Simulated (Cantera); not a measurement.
Input (Python, Cantera) and output of one run.

```python
import numpy as np
import cantera as ct

gas_names = """
    C CH CH2 CH3 CH2OH CH3O CH4 CH3OH CO CO2 COOH C2 C2H CHCO,ketyl C2H2,acetylene C2H2,vinylidene
    CH2CO,ketene C2H3,vinyl CH3CO,acetyl C2H4 C2H4O,ethylen CH3CHO,ethanal CH3COOH (HCOOH)2 C2H5 C2H6
    CH3OCH3 C2H5OH C2O C3 C3H3,propargyl C3H4,allene C3H4,propyne C3H4,cyclo- C3H5,allyl C3H6,propylene
    C3H6,cyclo- C3H6O C3H7,n-propyl C3H7,i-propyl C3H8 C3H8O,1propanol C3H8O,2propanol C3O2 C4 C4H2
    C4H4,1,3-cyclo- C4H6,butadiene C4H6,2-butyne C4H6,cyclo- C4H8,1-butene C4H8,cis2-buten
    C4H8,tr2-butene C4H8,isobutene C4H8,cyclo- (CH3COOH)2 C4H9,n-butyl C4H9,i-butyl C4H9,s-butyl
    C4H9,t-butyl C4H10,isobutane C4H10,n-butane C5 C5H6,1,3cyclo- C5H8,cyclo- C5H10,1-pentene
    C5H10,cyclo- C5H11,pentyl C5H11,t-pentyl C5H12,n-pentane C5H12,i-pentane CH3C(CH3)2CH3 C6H2
    C6H5,phenyl C6H5O,phenoxy C6H6 C6H5OH,phenol C6H10,cyclo- C6H12,1-hexene C6H12,cyclo- C6H13,n-hexyl
    C7H7,benzyl C7H8 C7H8O,cresol C7H14,1-heptene C7H15,n-heptyl C7H16,n-heptane C8H8,styrene
    C8H10,ethylbenz C8H16,1-octene C8H17,n-octyl C8H18,isooctane C8H18,n-octane C9H19,n-nonyl
    C10H8,naphthale C10H21,n-decyl C12H9,o-bipheny C12H10,bipheny H HCO HO2 H2 HCHO,formaldehy HCOOH H2O
    H2O2 O OH O2 O3 Pb PbO Pb2
""".split()
cond_names = """
    C(gr) C6H6(L) C7H8(L) C8H18(L),n-octa H2O(s) H2O(L) Pb(cr) Pb(L) PbO(rd) PbO(yw) PbO(L) PbO2(s)
    Pb3O4(s)
""".split()


def load(file, names, dense=False):
    # The tables refer to 1 bar. Condensed volumes are neglected.
    table = {s.name: s for s in ct.Species.list_from_file(file)}
    out = []
    for n in names:
        d = dict(table[n].input_data)
        d["thermo"] = dict(d["thermo"], **{"reference-pressure": 1e5})
        if dense:
            d["equation-of-state"] = {"model": "constant-volume", "density": "1e6 g/cm^3"}
        out.append(ct.Species.from_dict(d))
    return out


gas = ct.Solution(thermo="ideal-gas", species=load("nasa_gas.yaml", gas_names))
cond = {s.name: ct.Solution(thermo="fixed-stoichiometry", species=[s], name=s.name)
        for s in load("nasa_condensed.yaml", cond_names, dense=True)}
atoms = {
    'Pb': {'Pb': 1},
    'CO': {'C': 1, 'O': 1},
    'H2': {'H': 2},
}
top_T = {'C(gr)': 4500, 'Pb3O4(s)': 820}  # K; cautious upper limits of use, not melting points


def equilibrate(T, P, feed):
    n = {}
    for name, mol in feed.items():
        for a, k in atoms[name].items():
            n[a] = n.get(a, 0.0) + k * mol
    gas.TPX = T, P, n
    mass = sum(n.values()) * gas.mean_molecular_weight
    gas.equilibrate("TP")
    valid = [c for c in cond.values() if c.min_temp <= T <= top_T.get(c.name, c.max_temp)]
    mix = ct.Mixture([(gas, mass / gas.mean_molecular_weight)] + [(c, 0.0) for c in valid])
    mix.T, mix.P = T, P
    mix.equilibrate("TP", solver="vcs", rtol=1e-11, max_steps=5000)
    return mix


results = []
feed = {'Pb': 1, 'CO': 1.1, 'H2': 6}  # mol
P = 10000  # Pa
for T in [850, 950, 1050, 1150, 1250, 1350, 1450, 1550, 1650]:
    mix = equilibrate(T, P, feed)
    results.append((T, P, feed, dict(zip(mix.species_names, mix.species_moles))))

top = {s: max(r[3][s] / sum(r[3][g] for g in gas_names) for r in results) for s in gas_names}
cols = sorted((s for s in top if top[s] > 0.0001), key=lambda s: -top[s])[:5]
seen = [c for c in cond_names if any(r[3].get(c, 0) > 1e-12 for r in results)]
print("log10 of partial pressures in bar; condensed amounts in mol")
print(f"{'T/K':>10s}" + "".join(f"{s[:9]:>10s}" for s in cols + seen))
for T, P, feed, n in results:
    ng = sum(n[g] for g in gas_names)
    print(f"{T:10.4g}" + "".join(f"{np.log10(max(n[s] / ng * P / 1e5, 1e-99)):10.3f}" for s in cols)
          + "".join(f"{n.get(c, 0):10.4g}" for c in seen))
```

It prints:

```
log10 of partial pressures in bar; condensed amounts in mol
       T/K        H2        CO        Pb       H2O       CH4     C(gr)     Pb(L)
       850    -1.094    -2.055    -6.497    -2.301    -2.395    0.1694         1
       950    -1.079    -1.850    -5.298    -2.959    -2.935   0.01872    0.9997
      1050    -1.075    -1.818    -4.332    -3.556    -3.472         0    0.9967
      1150    -1.075    -1.814    -3.538    -4.030    -3.968         0    0.9794
      1250    -1.079    -1.817    -2.874    -4.442    -4.394         0    0.9038
      1350    -1.095    -1.832    -2.310    -4.818    -4.780         0    0.6348
      1450    -1.130    -1.867    -1.909    -5.184    -5.159         0         0
      1550    -1.130    -1.867    -1.909    -5.432    -5.435         0         0
      1650    -1.130    -1.867    -1.909    -5.625    -5.702         0         0
```

Equilibrium computed with Cantera from the NASA thermochemical tables; the gas is ideal and each condensed phase is pure.
